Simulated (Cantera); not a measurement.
Input: 1 mol SiH4, 0.21 mol N2O, 160 mol N2, held at 13300 Pa.

Equilibrium computed with Cantera from the NASA thermochemical tables; the gas is ideal and each condensed phase is pure. Candidate condensed phases: H2O, Si, SiO2, Si2N2O, Si3N4; 35 gas species. The tables' values for SiN are old estimates; treat these amounts as uncertain. Equilibrium is a limit: real reactors are often held back by kinetics, nucleation or transport.

Q: At 1702 °C, list the 4 most abundant gas species with their mole fractions, and the condensed phases.

A: N2 0.986, H2 0.0121, SiO 0.00130, H 0.000413. Condensed: Si3N4(s).
